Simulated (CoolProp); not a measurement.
Properties of c-C4F8 (RC318) along the isobar 3.22 MPa.

Values from CoolProp's reference Helmholtz-energy equation of state, Platzer 1990. This equation is an older, rougher fit; its heat capacities, sound speeds and derivatives of the liquid may be far off and weren't checked against measurements.

```json
[
 {"T (K)": "352.5", "phase": "liquid", "density (kg/m³)": "1273", "viscosity (µPa s)": "181"},
 {"T (K)": "367.2", "phase": "liquid", "density (kg/m³)": "1178", "viscosity (µPa s)": "142"},
 {"T (K)": "382", "phase": "liquid", "density (kg/m³)": "1041", "viscosity (µPa s)": "103"},
 {"T (K)": "396.7", "phase": "supercritical", "density (kg/m³)": "593.1", "viscosity (µPa s)": "40.3"},
 {"T (K)": "411.5", "phase": "supercritical", "density (kg/m³)": "333.0", "viscosity (µPa s)": "24.9"},
 {"T (K)": "426.2", "phase": "supercritical", "density (kg/m³)": "276.5", "viscosity (µPa s)": "23.2"},
 {"T (K)": "441", "phase": "supercritical", "density (kg/m³)": "244.7", "viscosity (µPa s)": "22.6"},
 {"T (K)": "455.7", "phase": "supercritical", "density (kg/m³)": "223.1", "viscosity (µPa s)": "22.5"},
 {"T (K)": "470.5", "phase": "supercritical", "density (kg/m³)": "206.6", "viscosity (µPa s)": "22.5"},
 {"T (K)": "485.2", "phase": "supercritical", "density (kg/m³)": "193.4", "viscosity (µPa s)": "22.7"},
 {"T (K)": "500", "phase": "supercritical", "density (kg/m³)": "182.5", "viscosity (µPa s)": "23.0"}
]
```

Viscosity comes from a separate model (Huber 2003), an estimate that may be off by 10 % or more.
